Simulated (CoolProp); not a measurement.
Dry air at 366.91 K and 0.192 MPa flows at 0.067 m/s in a round tube of 4.6 mm bore and 15 µm roughness, fully developed (64/Re and Nu = 3.66 if laminar; Colebrook and Gnielinski if turbulent). Each further row changes one setting.

The numbers come from the reference Helmholtz-energy equation of state, Lemmon 2000 in CoolProp. It is a pseudo-pure fit of the blend.

| case | Reynolds number | Darcy friction factor | pressure drop (Pa/m) | heat-transfer coefficient (W/(m² K)) | mass flow (kg/h) |
|---|---|---|---|---|---|
| as stated | 26.0 | 2.46 | 2.19 | 24.8 | 0.00731 |
| velocity 0.134 m/s | 51.9 | 1.23 | 4.38 | 24.8 | 0.0146 |
| diameter 9.2 mm | 51.9 | 1.23 | 0.548 | 12.4 | 0.0292 |

Viscosity comes from a separate model (Lemmon 2004). Thermal conductivity comes from a separate model (Lemmon 2004).
